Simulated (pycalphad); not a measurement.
## Effect of Fe content in Al-Fe-Si

Computed with pycalphad from the COST 507 light-alloy database (1999), at 1 atm. The database dates from 1999; later assessments differ in places, in temperatures and in the compounds included. Amounts are mole fractions of atoms.

```
alloy                        liquidus (°C)  first solid  solidus (°C)                                     phases at 257 °C
---------------------------  -------------  -----------  ------------  ---------------------------------------------------
Al-0.3924Fe-0.5401Si (wt.%)            ___          fcc           ___                                                  ___
Al-0.7832Fe-0.539Si (wt.%)             655          fcc           631  fcc 0.97, ALFESI_BETA 0.03, diamond (Si) under 0.01
Al-1.56Fe-0.5368Si (wt.%)              652          fcc           632        fcc 0.96, ALFESI_ALPHA 0.03, ALFESI_BETA 0.02
Al-2.331Fe-0.5346Si (wt.%)             676      AL13FE4           632                          fcc 0.94, ALFESI_ALPHA 0.06
```

Task: Complete the blanks.

Result: 
- Al-0.3924Fe-0.5401Si (wt.%), liquidus (°C): 656
- Al-0.3924Fe-0.5401Si (wt.%), solidus (°C): 627
- Al-0.3924Fe-0.5401Si (wt.%), phases at 257 °C: fcc 0.98, ALFESI_BETA 0.01, diamond (Si) under 0.01

Database names, with the compositions (at.%) that they take in these runs: ALFESI_ALPHA: Al 71-74 Fe 19 Si 7-10; ALFESI_BETA: Al 70 Fe 15 Si 15; AL13FE4: Al 76 Fe 24.
